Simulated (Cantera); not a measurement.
## Ignition delay

Mixture: CH4 : C2H6 : C3H8 : O2 : N2 = 1 : 0.058 : 0.071 : 2.13 : 8.02 (molar parts), at 1.01 bar, adiabatic and at constant volume. Ignition delay is the time to a rise of 400 K.

Model: GRI-Mech 3.0 (53 species, 325 reactions), integrated in Cantera.

```tsv
T0 (K)	delay (ms)
1025	135
1100	40.8
1175	12.1
1250	3.72
1325	1.27
1400	0.498
1475	0.223
1550	0.113
1625	0.0643
1700	0.0401
```

```json
{
  "apparent activation energy between 1550 and 1700 K": "150 kJ/mol"
}
```
